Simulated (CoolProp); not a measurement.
Vapour-liquid equilibrium of cyclohexane (1) + dimethyl carbonate (2) at 69.05 °C; x and y are mole fractions of (1).

Values from CoolProp's multi-fluid Helmholtz-energy mixture model, Zhou 2014 and Zhou 2011; pair parameters Bell 2016.

```tsv
x	bubble pressure, mixture model (kPa)	bubble pressure, Raoult's law (kPa)	y, mixture model	y, Raoult's law
0.05	60.27	50.34	0.217	0.070
0.2	78.75	53.50	0.465	0.263
0.35	85.69	56.66	0.550	0.435
0.5	88.09	59.82	0.593	0.588
0.65	88.60	62.99	0.632	0.726
0.8	86.73	66.15	0.698	0.851
0.95	77.39	69.31	0.870	0.964
```

The largest gap from Raoult's law is +51.2 % in bubble pressure, at x = 0.35. y crosses x between x = 0.5 and 0.65: the model has an azeotrope there.

Pair parameters are fitted to limited data, so mixtures are less certain than the pure fluids. With so large a gap from Raoult's law the liquid may split in two, which this calculation doesn't test in full.
